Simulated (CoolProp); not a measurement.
Vapour-liquid equilibrium of R125 (1) + R134a (2) at 6.46 bar; x and y are mole fractions of (1).

Model: multi-fluid Helmholtz-energy mixture model, Lemmon 2005 and Tillner-Roth 1994; pair parameters Lemmon 2004, in CoolProp.

| x | bubble temperature, mixture model (°C) | bubble temperature, Raoult's law (°C) | y, mixture model | y, Raoult's law |
|---|---|---|---|---|
| 0.05 | 22.2 | 22.3 | 0.092 | 0.099 |
| 0.125 | 19.7 | 19.7 | 0.216 | 0.232 |
| 0.2 | 17.3 | 17.4 | 0.325 | 0.347 |
| 0.275 | 15.0 | 15.2 | 0.422 | 0.449 |
| 0.35 | 13.0 | 13.1 | 0.509 | 0.538 |
| 0.425 | 11.0 | 11.1 | 0.587 | 0.617 |
| 0.5 | 9.1 | 9.2 | 0.658 | 0.687 |
| 0.575 | 7.4 | 7.4 | 0.722 | 0.750 |
| 0.65 | 5.7 | 5.7 | 0.781 | 0.806 |
| 0.725 | 4.1 | 4.1 | 0.834 | 0.856 |
| 0.8 | 2.6 | 2.6 | 0.884 | 0.901 |
| 0.875 | 1.1 | 1.1 | 0.930 | 0.941 |
| 0.95 | -0.3 | -0.3 | 0.973 | 0.978 |

The largest gap from Raoult's law is -0.2 K in bubble temperature, at x = 0.275. No azeotrope shows between x = 0.05 and 0.95.

Pair parameters are fitted to limited data, so mixtures are less certain than the pure fluids.
